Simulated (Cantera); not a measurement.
Charge: 1 mol Si, 2.2 mol HCl, 1.9 mol H₂, at 1325 °C and 0.133 bar.

These are equilibrium values from Cantera (NASA tables, ideal gas, pure condensed phases), not measurements of a reactor. Candidate condensed phases: Si; 19 gas species. The tables' values for SiCl₃, SiCl are old estimates; treat these amounts as uncertain. Kinetics and transport are ignored.

Base state: H₂ 0.656, HCl 0.170, SiCl₂ 0.151, SiCl₃ 0.0160, SiCl₄ 0.00418, SiHCl₃ 0.00232, SiH₂Cl₂ 0.000214, H 0.000118 (mole fractions); condensed: Si(s).

**Question.** What changes in the equilibrium state with this change: temperature from 1325 °C to 1450 °C?

**Answer.** 
```json
[
 {"species": "H₂", "before": "0.656", "after": "0.648"},
 {"species": "HCl", "before": "0.170", "after": "0.176"},
 {"species": "SiCl₂", "before": "0.151", "after": "0.165"},
 {"species": "SiCl₃", "before": "0.0160", "after": "0.00943"},
 {"species": "SiCl", "before": "1.79e-5", "after": "8.21e-5"},
 {"species": "SiCl₄", "before": "0.00418", "after": "0.00101"},
 {"species": "Cl", "before": "2.42e-5", "after": "8.45e-5"},
 {"species": "SiH₂", "before": "3.21e-6", "after": "1.10e-5"},
 {"species": "Si(s), mol", "before": "0.297", "after": "0"},
 {"species": "Si(l), mol", "before": "0", "after": "0.283"}
]
```
Gases not in the tables: Si₂H₆ and higher silanes.

**Question.** What changes in the equilibrium state with this change: temperature from 1325 °C to 1377 °C?

**Answer.** 
```
species       before     after
----------  --------  --------
H₂             0.656     0.653
HCl            0.170     0.171
SiCl₂          0.151     0.159
SiCl₃         0.0160    0.0128
SiCl         1.79e-5   3.55e-5
SiCl₄        0.00418   0.00226
Cl           2.42e-5   4.13e-5
H           0.000118  0.000201
SiHCl₃       0.00232   0.00145
Si(s), mol     0.297     0.285
```
